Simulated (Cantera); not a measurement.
Cantera run:

```python
import numpy as np
import cantera as ct

gas_names = """
    CL CL2 H HCL H2 N NH NH2 NH3 N2 N2H2 N2H4 Si SiCL SiCL2 SiCL3 SiCL4 SiH SiHCL3 SiH2 SiH2CL2 SiH3
    SiH3CL SiH4 SiN Si2 Si2N Si3
""".split()
cond_names = """
    NH4CL(a) NH4CL(b) Si(cr) Si(L) Si3N4(a)
""".split()


# ... load() reads the species with a 1 bar reference pressure and builds the phases ...
atoms = {
    'Si2H6': {'Si': 2, 'H': 6},
    'HCl': {'H': 1, 'CL': 1},
    'N2': {'N': 2},
}
top_T = {'Si3N4(a)': 2400}  # K; cautious upper limits of use, not melting points


# ... equilibrate(T, P, feed) seeds the gas with the atoms and calls Mixture.equilibrate('TP', solver="vcs", rtol=1e-11, max_steps=5000) ...
results = []
feed = {'Si2H6': 1, 'HCl': 0.33, 'N2': 6.7}  # mol
T = 800  # K
P = 100000  # Pa
mix = equilibrate(T, P, feed)
results.append((T, P, feed, dict(zip(mix.species_names, mix.species_moles))))
x = sorted(zip(gas.X, gas.species_names), reverse=True)
print(f"T = {T:g} K  P = {P:g} Pa  gas = {mix.phase_moles(0):.4g} mol")
print("   x: " + "  ".join(f"{s} {v:.3e}" for v, s in x if v > 0.001))
print("   condensed (mol): " + ("  ".join(f"{mix.phase(i).name} {mix.phase_moles(i):.4g}"
      for i in range(1, mix.n_phases) if mix.phase_moles(i) > 1e-12) or "none"))
```

Result:

```
T = 800 K  P = 100000 Pa  gas = 8.692 mol
   x: N2 6.172e-01  H2 3.445e-01  HCL 3.788e-02
   condensed (mol): Si3N4(a) 0.6666
```

Cantera equilibrium calculation (NASA polynomials, part measured and part estimated; ideal gas, pure solids and liquids). The feed counts by its element totals alone. N2 is the only nitrogen source here; it is nearly inert below about 1500 K, so the nitride shown seldom forms there in practice.
